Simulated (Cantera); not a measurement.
# Equilibrium for hydrogen reduction and annealing atmospheres: CuO + H2

Input: 1 mol CuO, 130 mol H2, held at 1330 Pa.

Method: chemical equilibrium by Gibbs-energy minimisation in Cantera with the NASA 1993 tables (ideal gas, pure condensed phases). Candidate condensed phases: Cu, CuO, Cu(OH)2, Cu2O, H2O; 12 gas species. Rates play no part.

From 500 °C to 950 °C the condensed part is Cu(s). From 1100 °C to 1250 °C the condensed part is Cu(l). From 1400 °C to 1550 °C nothing is condensed.

```csv
T (°C),x H2,x H2O,x Cu,x H,x Cu2,x OH,x O,n Cu(s),n Cu(l)
500,0.992,0.00769,<1e-12,7.83e-12,<1e-12,<1e-12,<1e-12,1.00,0
650,0.992,0.00769,4.11e-11,2.11e-9,<1e-12,<1e-12,<1e-12,1.00,0
800,0.992,0.00769,1.79e-8,1.21e-7,<1e-12,3.50e-12,<1e-12,1.000,0
950,0.992,0.00769,1.72e-6,2.59e-6,6.34e-11,1.81e-10,<1e-12,1.000,0
1100,0.992,0.00769,5.93e-5,2.87e-5,9.41e-9,3.98e-9,<1e-12,0,0.992
1250,0.991,0.00768,0.000903,0.000199,4.10e-7,4.76e-8,8.22e-12,0,0.882
1400,0.984,0.00763,0.00762,0.000978,7.35e-6,3.65e-7,2.93e-10,0,0
1550,0.981,0.00762,0.00761,0.00372,2.32e-6,2.01e-6,5.85e-9,0,0
```
x: gas mole fraction; n: condensed amount in mol.
